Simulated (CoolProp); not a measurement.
A Linde-Hampson liquefier for dry air: isothermal reversible compression at 230 K from 1 atm to 20 MPa, throttling to 1 atm, return gas leaving the recuperator 5 K below the feed. Each further row changes one setting.

Model: reference Helmholtz-energy equation of state, Lemmon 2000, in CoolProp. It is a pseudo-pure fit of the blend.

```csv
case,liquid yield per pass,compression work (kJ/kg of gas)
as stated,0.162,337
high pressure 40 MPa,0.198,384
warm-end temperature 260 K,0.112,388
warm-end gap 10 K,0.150,337
```
